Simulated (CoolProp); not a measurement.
Vapour-liquid equilibrium of cyclopentane (1) + octamethylcyclotetrasiloxane (D4) (2) at 379.8 K; x and y are mole fractions of (1).

Model: multi-fluid Helmholtz-energy mixture model, Gedanitz 2015 and Thol 2015; pair parameters Bell 2016, in CoolProp.

```tsv
x	bubble pressure, mixture model (kPa)	bubble pressure, Raoult's law (kPa)	y, mixture model	y, Raoult's law
0.05	26.27	35.16	0.581	0.691
0.15	58.37	82.64	0.827	0.883
0.25	94.04	130.1	[?]	0.934
0.35	133.6	177.6	0.940	0.958
0.45	177.4	225.1	0.961	0.972
0.55	[?]	272.6	[?]	0.981
0.65	[?]	320.0	[?]	0.988
0.75	335.5	367.5	[?]	0.992
0.85	396.2	415.0	0.996	0.996
0.95	[?]	462.5	0.999	0.999
```

Problem. Some entries are withheld; supply them.

Solution. 
- 0.25, y, mixture model: 0.903
- 0.55, bubble pressure, mixture model (kPa): 225.5
- 0.55, y, mixture model: 0.975
- 0.65, bubble pressure, mixture model (kPa): 278.3
- 0.65, y, mixture model: 0.985
- 0.75, y, mixture model: 0.991
- 0.95, bubble pressure, mixture model (kPa): 457.5

The largest gap from Raoult's law is -29.4 % in bubble pressure, at x = 0.15. No azeotrope shows between x = 0.05 and 0.95.

The pair parameters rest on a limited set of measurements; away from them the model extrapolates.
